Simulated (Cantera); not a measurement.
An isothermal, constant-pressure homogeneous reactor starts with CH3OH : O2 : N2 = 0.062 : 0.023 : 1 (molar parts), equivalence ratio 4.0, at 1125 K and 1.40 bar.

Detailed kinetics in Cantera: GRI-Mech 3.0 (53 species, 325 reactions). GRI-Mech 3.0 was tuned for natural gas; its chemistry of methanol as a main component is partial and can be far from experiment. The temperature is held fixed by assumption; the heat of reaction is taken as removed at once.

x: mole fraction; the columns are a selection and need not sum to one.

```csv
t (s),x CH3OH,x O2,x NO2,x CH2CO,x N2O,x C2H2,x CO
9.00e-5,0.0571,0.0212,<1e-12,<1e-12,<1e-12,<1e-12,5.47e-9
0.000506,0.0571,0.0212,<1e-12,<1e-12,<1e-12,<1e-12,3.09e-8
0.00285,0.0571,0.0212,<1e-12,<1e-12,9.04e-12,<1e-12,1.78e-7
0.0160,0.0571,0.0212,<1e-12,1.28e-12,2.71e-10,<1e-12,2.04e-6
0.0900,9.70e-5,1.37e-6,<1e-12,6.66e-6,___,3.77e-7,0.0505
0.506,2.29e-6,1.06e-6,<1e-12,1.29e-6,___,7.83e-7,0.0507
2.85,1.68e-10,7.12e-7,<1e-12,1.58e-8,___,1.65e-6,0.0506
16.0,2.53e-11,1.68e-7,<1e-12,3.34e-10,5.55e-10,2.57e-6,0.0504
90.0,2.01e-11,3.40e-10,<1e-12,2.32e-10,<1e-12,2.14e-6,0.0495
```

### Question
Some entries are withheld; supply them.

### Answer

- 0.0900, x N2O: 6.59e-9
- 0.506, x N2O: 5.95e-9
- 2.85, x N2O: 3.98e-9
